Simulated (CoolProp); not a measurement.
Vapour-liquid equilibrium of CH2F2 (R32) (1) + R125 (2) at 0.709 MPa; x and y are mole fractions of (1).

The numbers come from the multi-fluid Helmholtz-energy mixture model, Tillner-Roth 1997 and Lemmon 2005; pair parameters Lemmon 2004 in CoolProp.

| x | bubble temperature (K) | y at the bubble point | dew temperature at overall composition x (K) | liquid density (mol/L) |
|---|---|---|---|---|
| 0.05 | 274.3 | 0.064 | 274.5 | 11.21 |
| 0.15 | 273.3 | 0.185 | 273.6 | 11.81 |
| 0.25 | 272.3 | 0.297 | 272.7 | 12.46 |
| 0.35 | 271.4 | 0.401 | 271.8 | 13.17 |
| 0.45 | 270.7 | 0.498 | 271.0 | 13.96 |
| 0.55 | 270.1 | 0.590 | 270.3 | 14.83 |
| 0.65 | 269.6 | 0.679 | 269.7 | 15.81 |
| 0.75 | 269.2 | 0.767 | 269.3 | 16.93 |
| 0.85 | 269.0 | 0.856 | 269.0 | 18.21 |
| 0.95 | 268.9 | 0.950 | 268.9 | 19.71 |

y crosses x between x = 0.85 and 0.95: the model has an azeotrope there.

The pair parameters rest on a limited set of measurements; away from them the model extrapolates.
